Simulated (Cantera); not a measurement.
Charge: 1 mol Al₂O₃, 0.05 mol H₂O, 1.1 mol H₂, held at 1200 K and 10.0 mbar.

Method: chemical equilibrium by Gibbs-energy minimisation in Cantera with the NASA 1993 tables (ideal gas, pure condensed phases). Candidate condensed phases: Al, Al₂O₃, H₂O; 19 gas species. Rates play no part.

Base state: H₂ 0.957, H₂O 0.0435 (mole fractions); condensed: Al₂O₃(s).

Task: What changes in the equilibrium state with this change: temperature from 1200 K to 1673 K?

Result: 
```csv
species,before,after
H₂,0.957,0.955
H₂O,0.0435,0.0435
H,1.93e-6,0.00111
"Al₂O₃(s), mol",1.00,1.00
```
